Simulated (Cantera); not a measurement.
Thermodynamics of iron carbonyl, mercury and lead vapours, feed PbO + O2 + N2

Charge: 1 mol PbO, 0.026 mol O2, 7.5 mol N2, equilibrated at 4.35 Torr.

Cantera equilibrium calculation (NASA polynomials, part measured and part estimated; ideal gas, pure solids and liquids). Candidate condensed phases: Pb, PbO, PbO2, Pb3O4; 12 gas species. Gases not in the tables: (PbO)n polymers. Equilibrium is a limit: real reactors are often held back by kinetics, nucleation or transport.

```json
[
 {"T (K)": "1123", "log p N2": "-2.24", "log p PbO": "-4.94", "log p Pb": "-6.37", "log p O2": "-4.70", "log p NO": "-7.06", "log p O": "-10.70", "n PbO(yellow)": "0.985", "n PbO(l)": "0"},
 {"T (K)": "1173", "log p N2": "-2.24", "log p PbO": "-4.41", "log p Pb": "-5.61", "log p O2": "-4.68", "log p NO": "-6.87", "log p O": "-10.19", "n PbO(yellow)": "0", "n PbO(l)": "0.946"},
 {"T (K)": "1223", "log p N2": "-2.25", "log p PbO": "-3.96", "log p Pb": "-4.96", "log p O2": "-4.60", "log p NO": "-6.67", "log p O": "-9.70", "n PbO(yellow)": "0", "n PbO(l)": "0.842"},
 {"T (K)": "1273", "log p N2": "-2.26", "log p PbO": "-3.55", "log p Pb": "-4.43", "log p O2": "-4.43", "log p NO": "-6.44", "log p O": "-9.18", "n PbO(yellow)": "0", "n PbO(l)": "0.564"},
 {"T (K)": "1323", "log p N2": "-2.30", "log p PbO": "-3.24", "log p Pb": "-4.03", "log p O2": "-4.20", "log p NO": "-6.19", "log p O": "-8.67", "n PbO(yellow)": "0", "n PbO(l)": "0"},
 {"T (K)": "1373", "log p N2": "-2.30", "log p PbO": "-3.26", "log p Pb": "-3.92", "log p O2": "-4.11", "log p NO": "-6.02", "log p O": "-8.27", "n PbO(yellow)": "0", "n PbO(l)": "0"},
 {"T (K)": "1423", "log p N2": "-2.30", "log p PbO": "-3.29", "log p Pb": "-3.81", "log p O2": "-4.03", "log p NO": "-5.86", "log p O": "-7.89", "n PbO(yellow)": "0", "n PbO(l)": "0"},
 {"T (K)": "1473", "log p N2": "-2.30", "log p PbO": "-3.32", "log p Pb": "-3.73", "log p O2": "-3.96", "log p NO": "-5.71", "log p O": "-7.53", "n PbO(yellow)": "0", "n PbO(l)": "0"},
 {"T (K)": "1523", "log p N2": "-2.30", "log p PbO": "-3.35", "log p Pb": "-3.65", "log p O2": "-3.89", "log p NO": "-5.57", "log p O": "-7.20", "n PbO(yellow)": "0", "n PbO(l)": "0"},
 {"T (K)": "1573", "log p N2": "-2.30", "log p PbO": "-3.40", "log p Pb": "-3.58", "log p O2": "-3.83", "log p NO": "-5.44", "log p O": "-6.90", "n PbO(yellow)": "0", "n PbO(l)": "0"}
]
```
log p: log10 of the partial pressure in bar; n: condensed amount in mol.

At 1123 K the condensed part is PbO(yellow). From 1173 K to 1273 K the condensed part is PbO(l). From 1323 K to 1573 K nothing is condensed.
